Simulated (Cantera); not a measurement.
A Cantera script and its output.

```python
import numpy as np
import cantera as ct

gas = ct.Solution("gri30.yaml")
gas.TPX = 498, 500000, {'CO': 1, 'H2': 0.57, 'O2': 1.96, 'N2': 7.38}
inlet = ct.Reservoir(gas, clone=True)
gas.equilibrate("HP")  # start burning
reactor = ct.IdealGasConstPressureReactor(gas, energy="on", clone=False)
exhaust = ct.Reservoir(gas, clone=True)
tau = [0.33, 0.13, 0.054, 0.022, 0.0088, 0.0036, 0.0015, 0.00059, 0.00024, 9.7e-05, 3.9e-05, 1.6e-05][0]
for a, b in ((inlet, reactor), (reactor, exhaust)):
    ct.MassFlowController(a, b, mdot=lambda t: reactor.mass / tau)
net = ct.ReactorNet([reactor])
show = ['CO', 'H2', 'O2', 'OH', 'NO', 'H2O2']

rows = []
print(f"{'tau/s':>10s}{'T/K':>9s}" + "".join(f"{s:>11s}" for s in show))
for tau in [0.33, 0.13, 0.054, 0.022, 0.0088, 0.0036, 0.0015, 0.00059, 0.00024, 9.7e-05, 3.9e-05, 1.6e-05]:
    net.initial_time = 0.0
    net.advance(30 * tau)
    before = gas.X
    net.advance(40 * tau)
    drift = np.max(np.abs(gas.X - before) / (gas.X + 1e-9))
    rows.append([gas.T, *gas[show].X, drift])
    print(f"{tau:10.3e}{gas.T:9.1f}" + "".join(f"{x:11.3e}" for x in gas[show].X))
```

It prints:

```
     tau/s      T/K         CO         H2         O2         OH         NO       H2O2
 3.300e-01   1664.9  1.129e-04  7.837e-06  1.160e-01  2.194e-04  1.109e-05  5.154e-08
 1.300e-01   1663.8  2.160e-04  1.443e-05  1.161e-01  2.846e-04  1.084e-05  7.824e-08
 5.400e-02   1661.9  3.952e-04  2.580e-05  1.161e-01  3.693e-04  1.143e-05  1.182e-07
 2.200e-02   1658.6  7.304e-04  4.680e-05  1.162e-01  4.841e-04  1.200e-05  1.802e-07
 8.800e-03   1652.6  1.368e-03  8.600e-05  1.164e-01  6.353e-04  1.162e-05  2.752e-07
 3.600e-03   1641.9  2.533e-03  1.560e-04  1.168e-01  8.166e-04  9.919e-06  4.145e-07
 1.500e-03   1623.0  4.685e-03  2.818e-04  1.177e-01  1.013e-03  7.528e-06  6.256e-07
 5.900e-04   1583.7  9.310e-03  5.468e-04  1.196e-01  1.187e-03  5.045e-06  1.024e-06
 2.400e-04   1493.5  2.039e-02  1.235e-03  1.247e-01  1.101e-03  2.635e-06  2.083e-06
 9.700e-05    498.0  9.166e-02  5.225e-02  1.797e-01  8.687e-22 -1.170e-20 -1.587e-17
 3.900e-05    498.0  9.166e-02  5.225e-02  1.797e-01  5.962e-22 -4.387e-22 -5.952e-19
 1.600e-05    498.0  9.166e-02  5.225e-02  1.797e-01  3.270e-22 -6.201e-25 -8.412e-22
```

Model: GRI-Mech 3.0 (53 species, 325 reactions), integrated in Cantera. The hydrogen kinetics of GRI-Mech 3.0 are dated; newer H2 mechanisms differ, most at raised pressure.
